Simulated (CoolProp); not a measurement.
Vapour-liquid equilibrium of R22 (1) + R113 (2) at -28.35 °C; x and y are mole fractions of (1).

The numbers come from the multi-fluid Helmholtz-energy mixture model, Kamei 1995 and Marx 1992; pair parameters Bell 2016 in CoolProp.

| x | bubble pressure, mixture model (MPa) | bubble pressure, Raoult's law (MPa) | y, mixture model | y, Raoult's law |
|---|---|---|---|---|
| 0.05 | 0.01438 | 0.01176 | 0.791 | 0.747 |
| 0.15 | 0.03754 | 0.02901 | 0.927 | 0.908 |
| 0.25 | 0.05985 | 0.04626 | 0.959 | 0.949 |
| 0.35 | 0.07995 | 0.06350 | 0.972 | 0.968 |
| 0.45 | 0.09740 | 0.08075 | 0.980 | 0.979 |
| 0.55 | 0.1125 | 0.09800 | 0.985 | 0.986 |
| 0.65 | ? | 0.1152 | 0.988 | 0.990 |
| 0.75 | ? | 0.1325 | 0.991 | 0.994 |
| 0.85 | 0.1521 | 0.1497 | 0.995 | 0.997 |
| 0.95 | 0.1671 | 0.1670 | ? | 0.999 |

Question: Complete the blanks.

Answer: 
- 0.65, bubble pressure, mixture model (MPa): 0.1259
- 0.75, bubble pressure, mixture model (MPa): 0.1388
- 0.95, y, mixture model: 0.998

The largest gap from Raoult's law is +29.4 % in bubble pressure, at x = 0.15. No azeotrope shows between x = 0.05 and 0.95.

Pair parameters are fitted to limited data, so mixtures are less certain than the pure fluids.
